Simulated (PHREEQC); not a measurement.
0.5 mol of Atacamite (Cu2(OH)3Cl) is brought to equilibrium with 1 kg of water, at 25 °C under several pressures of CO2. Oxygen is held at 0.21 atm. Only these solids could form: Atacamite, Cu(OH)2, Malachite.

All values are PHREEQC results (ion-association model, wateq4f.dat), not measurements.

```tsv
log pCO2 (atm)	pH	dissolved Cu (mol/kgw)	dissolved Cl (mol/kgw)	Malachite (mol)
-5	6.31	0.000131	0.000238	0
-4.5	6.31	0.000132	0.000238	0
-4	6.15	0.000182	0.000342	0.000251
-3.5	5.90	0.000317	0.000616	0.000458
-3	5.66	0.000569	0.00112	0.000835
-2.5	5.41	0.00104	0.00205	0.00153
-2	5.17	0.00192	0.00380	0.00284
-1.5	4.93	0.00361	0.00712	0.00532
-1	4.70	0.00691	0.0136	0.0101
-0.5	4.46	0.0136	0.0264	0.0197
0	4.23	0.0273	0.0527	0.0390
```

Cu(OH)2 from the start (pH 6.31), last present at log pCO2 = -4.5; Malachite from log pCO2 = -4 (pH 6.15).
